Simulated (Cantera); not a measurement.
# Thermodynamics of abatement and gas-phase synthesis, feed NF3 + H2O + N2 + SO2

Charge: 1 mol NF3, 9.4 mol H2O, 0.19 mol N2, 0.097 mol SO2, equilibrated at 1 atm.

These are equilibrium values from Cantera (NASA tables, ideal gas, pure condensed phases), not measurements of a reactor. Candidate condensed phases: H2O, H2SO4, S; 62 gas species. Equilibrium is a limit: real reactors are often held back by kinetics, nucleation or transport.

From 1875 K to 2275 K nothing is condensed.

| T (K) | x H2O | x HF | x O2 | x N2 | x OH |
|---|---|---|---|---|---|
| 1875 | 0.634 | 0.241 | 0.0595 | 0.0551 | 0.00195 |
| 1925 | 0.633 | 0.241 | 0.0593 | 0.0550 | 0.00256 |
| 1975 | 0.632 | 0.241 | 0.0591 | 0.0549 | 0.00330 |
| 2025 | 0.631 | 0.241 | 0.0589 | 0.0548 | 0.00421 |
| 2075 | 0.630 | 0.241 | 0.0587 | 0.0547 | 0.00530 |
| 2125 | 0.628 | 0.241 | 0.0585 | 0.0546 | 0.00661 |
| 2175 | 0.626 | 0.240 | 0.0583 | 0.0544 | 0.00814 |
| 2225 | 0.624 | 0.240 | 0.0580 | 0.0543 | 0.00993 |
| 2275 | 0.620 | 0.240 | 0.0578 | 0.0541 | 0.0120 |
x: gas mole fraction; nothing condenses.
